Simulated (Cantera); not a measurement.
An adiabatic, constant-volume homogeneous reactor starts with CH₄ : O₂ : N₂ = 1 : 3.51 : 13.2 (molar parts), equivalence ratio 0.57, at 1148 K and 0.553 atm. Integrator tolerance rtol = 1e-08.

Detailed kinetics in Cantera: GRI-Mech 3.0 (53 species, 325 reactions).

Question: What does this change do: initial temperature 1148 to 1550 K?

Answer: 
```json
[
 {"quantity": "time of steepest temperature rise", "before": "0.117 s", "after": "0.973 ms"},
 {"quantity": "temperature at 0.200 s", "before": "2463 K", "after": "2643 K"},
 {"quantity": "equilibrium temperature", "before": "2463 K", "after": "2643 K"},
 {"quantity": "x(CH₄) at 0.200 s", "before": "<1e-12 (gas-phase equilibrium <1e-12)", "after": "<1e-12 (gas-phase equilibrium <1e-12)"},
 {"quantity": "x(O₂) at 0.200 s", "before": "0.0778 (gas-phase equilibrium 0.0778)", "after": "0.0759 (gas-phase equilibrium 0.0759)"},
 {"quantity": "x(C₂H₂) at 0.200 s", "before": "<1e-12 (gas-phase equilibrium <1e-12)", "after": "<1e-12 (gas-phase equilibrium <1e-12)"},
 {"quantity": "x(CH₃) at 0.200 s", "before": "<1e-12 (gas-phase equilibrium <1e-12)", "after": "<1e-12 (gas-phase equilibrium <1e-12)"},
 {"quantity": "x(CH₂CO) at 0.200 s", "before": "<1e-12 (gas-phase equilibrium <1e-12)", "after": "<1e-12 (gas-phase equilibrium <1e-12)"},
 {"quantity": "x(C₂H) at 0.200 s", "before": "<1e-12 (gas-phase equilibrium <1e-12)", "after": "<1e-12 (gas-phase equilibrium <1e-12)"},
 {"quantity": "x(CO) at 0.200 s", "before": "0.00505 (gas-phase equilibrium 0.00505)", "after": "0.0121 (gas-phase equilibrium 0.0121)"}
]
```

Question: What does this change do: initial temperature 1148 to 1125 K?

Answer: 
```tsv
quantity	before	after
time of steepest temperature rise	0.117 s	0.169 s
temperature at 0.200 s	2463 K	2454 K
equilibrium temperature	2463 K	2451 K
x(CH₄) at 0.200 s	<1e-12 (gas-phase equilibrium <1e-12)	<1e-12 (gas-phase equilibrium <1e-12)
x(O₂) at 0.200 s	0.0778 (gas-phase equilibrium 0.0778)	0.0786 (gas-phase equilibrium 0.0779)
x(C₂H₂) at 0.200 s	<1e-12 (gas-phase equilibrium <1e-12)	<1e-12 (gas-phase equilibrium <1e-12)
x(CH₃) at 0.200 s	<1e-12 (gas-phase equilibrium <1e-12)	<1e-12 (gas-phase equilibrium <1e-12)
x(CH₂CO) at 0.200 s	<1e-12 (gas-phase equilibrium <1e-12)	<1e-12 (gas-phase equilibrium <1e-12)
x(C₂H) at 0.200 s	<1e-12 (gas-phase equilibrium <1e-12)	<1e-12 (gas-phase equilibrium <1e-12)
x(CO) at 0.200 s	0.00505 (gas-phase equilibrium 0.00505)	0.00477 (gas-phase equilibrium 0.00473)
```
